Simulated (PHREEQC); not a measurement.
# Acid mine or pickling water

Synthetic water in mg/L, 25 °C, pH 3.87, pe 8.1:

```
constituent    mg/L
-----------  ------
Na               40
K            0.0231
Ca              263
Mg             8.93
Cl             49.5
S(6) as SO4     732
Cu(2)          4.98
```

Valence states are taken as typed.

The numbers come from PHREEQC with the ion-association model, phreeqc.dat.

Each row changes one thing in this solution. This is a speciation only: nothing precipitates in the calculation.

```
case                                             ionic strength (mol/kgw)  SO4-2 (mol/kgw)  Ca+2 (mol/kgw)  CaSO4 (mol/kgw)  Mg+2 (mol/kgw)  MgSO4 (mol/kgw)  SI of Gypsum (CaSO4:2H2O)  SI of Halite (NaCl)
-----------------------------------------------  ------------------------  ---------------  --------------  ---------------  --------------  ---------------  -------------------------  -------------------
as made                                                            0.0238          0.00581         0.00496          0.00161        0.000256         0.000111                      -0.46                -7.32
K from 0.0231 to 0.0462 mg/L                                       0.0238          0.00581         0.00496          0.00161        0.000256         0.000111                      -0.46                -7.32
Na from 40 to 80 mg/L                                              0.0247          0.00580         0.00498          0.00159        0.000258         0.000110                      -0.47                -7.02
all concentrations times 3 at the same typed pH                    0.0633           0.0154          0.0130          0.00673        0.000650         0.000456                      +0.16                -6.43
```

Some of these states are supersaturated (in Gypsum, for instance).
